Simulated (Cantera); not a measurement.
What does this Cantera script print?

```python
import numpy as np
import cantera as ct

gas_names = [...]  # 151 gases of nasa_gas.yaml made of C, H, N, O, Si
cond_names = """
    C(gr) C6H6(L) C7H8(L) C8H18(L),n-octa H2O(s) H2O(L) Si(cr) Si(L) SiC(b) SiO2(Lqz) SiO2(hqz) SiO2(L)
    Si2N2O(s) Si3N4(a)
""".split()


# ... load() reads the species with a 1 bar reference pressure and builds the phases ...
atoms = {
    'SiC': {'Si': 1, 'C': 1},
    'H2O': {'H': 2, 'O': 1},
    'N2': {'N': 2},
}
top_T = {'C(gr)': 4500, 'SiC(b)': 3050, 'Si2N2O(s)': 2100, 'Si3N4(a)': 2400}  # K; cautious upper limits of use, not melting points


# ... equilibrate(T, P, feed) seeds the gas with the atoms and calls Mixture.equilibrate('TP', solver="vcs", rtol=1e-11, max_steps=5000) ...
results = []
feed = {'SiC': 1, 'H2O': 0.0025, 'N2': 94}  # mol
P = 640  # Pa
for T in [1100, 1150, 1200, 1250, 1300, 1350, 1400, 1450, 1500, 1550, 1600, 1650, 1700, 1750]:
    mix = equilibrate(T, P, feed)
    results.append((T, P, feed, dict(zip(mix.species_names, mix.species_moles))))

top = {s: max(r[3][s] / sum(r[3][g] for g in gas_names) for r in results) for s in gas_names}
cols = sorted((s for s in top if top[s] > 0.001), key=lambda s: -top[s])[:7]
seen = [c for c in cond_names if any(r[3].get(c, 0) > 1e-12 for r in results)]
print("log10 of partial pressures in bar; condensed amounts in mol")
print(f"{'T/K':>10s}" + "".join(f"{s[:9]:>10s}" for s in cols + seen))
for T, P, feed, n in results:
    ng = sum(n[g] for g in gas_names)
    print(f"{T:10.4g}" + "".join(f"{np.log10(max(n[s] / ng * P / 1e5, 1e-99)):10.3f}" for s in cols)
          + "".join(f"{n.get(c, 0):10.4g}" for c in seen))
```

It prints:

```
log10 of partial pressures in bar; condensed amounts in mol
       T/K        N2     C(gr)    SiC(b) Si2N2O(s)  Si3N4(a)
      1100    -2.194         1         0  0.002483    0.3317
      1150    -2.194    0.9999         0   0.00242    0.3317
      1200    -2.194    0.9996         0  0.002165    0.3319
      1250    -2.194    0.9987         0  0.001246    0.3325
      1300    -2.194    0.9974         0         0    0.3333
      1350    -2.194         0    0.9974         0 0.0008782
      1400    -2.194         0    0.9974         0 0.0008667
      1450    -2.194         0    0.9974         0 0.0008425
      1500    -2.194         0    0.9975         0 0.0007795
      1550    -2.194         0    0.9978         0 0.0006211
      1600    -2.194         0    0.9982         0 0.0002805
      1650    -2.194         0    0.9983         0         0
      1700    -2.194         0    0.9979         0         0
      1750    -2.194         0    0.9974         0         0
```

Method: chemical equilibrium by Gibbs-energy minimisation in Cantera with the NASA 1993 tables (ideal gas, pure condensed phases). N2 is the only nitrogen source here; it is nearly inert below about 1500 K, so the nitride shown seldom forms there in practice. Mutual solubility and eutectic melting of coexisting phases are not modelled.
